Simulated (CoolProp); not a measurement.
A simple Rankine cycle with water: condensing at 293.15 K, boiler at 0.327 MPa, turbine inlet 559.7 K, turbine efficiency 0.6, pump efficiency 0.7, no recuperator. Each further row changes one setting.

Values from CoolProp's reference Helmholtz-energy equation of state, Wagner 2002.

| case | thermal efficiency (%) | net work (kJ/kg) | heat in (kJ/kg) | turbine exit temperature (K) | volume ratio over the turbine |
|---|---|---|---|---|---|
| as stated | 16.5 | 487 | 2960 | 301.9 | 76.0 |
| turbine inlet 579.7 K | 16.6 | 499 | 3000 | 317.3 | 77.0 |
| condensing temperature 285.15 K | 17.5 | 522 | 2990 | 285.1 | 119 |
| boiler pressure 0.229 MPa | 15.5 | 459 | 2960 | 318.2 | 55.9 |
| turbine efficiency 0.5 | 13.7 | 406 | 2960 | 345.1 | 86.9 |

The expansion ends wet for: condensing temperature 285.15 K.
